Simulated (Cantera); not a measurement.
## Ignition delay

Mixture: 7.89 % CO, 0.465 % H2, 2.52 % CH4, 18.1 % O2, 68.0 % N2, 3.08 % CO2, equivalence ratio 0.51, at 1000000 Pa, adiabatic and at constant volume. Ignition delay is the time to a rise of 400 K.

Computed with Cantera and GRI-Mech 3.0 (53 species, 325 reactions). Below about 1000 K GRI-Mech 3.0 lacks low-temperature oxidation paths. Below about 950 K walls govern HO2 and H2O2 in real vessels.

```json
[
 {"T0 (K)": "948", "delay (ms)": "59.7"},
 {"T0 (K)": "998", "delay (ms)": "18.8"},
 {"T0 (K)": "1048", "delay (ms)": "6.67"},
 {"T0 (K)": "1098", "delay (ms)": "2.73"},
 {"T0 (K)": "1148", "delay (ms)": "1.31"},
 {"T0 (K)": "1198", "delay (ms)": "0.708"},
 {"T0 (K)": "1248", "delay (ms)": "0.417"},
 {"T0 (K)": "1298", "delay (ms)": "0.260"}
]
```

```json
{
  "apparent activation energy between 1198 and 1298 K": "130 kJ/mol"
}
```
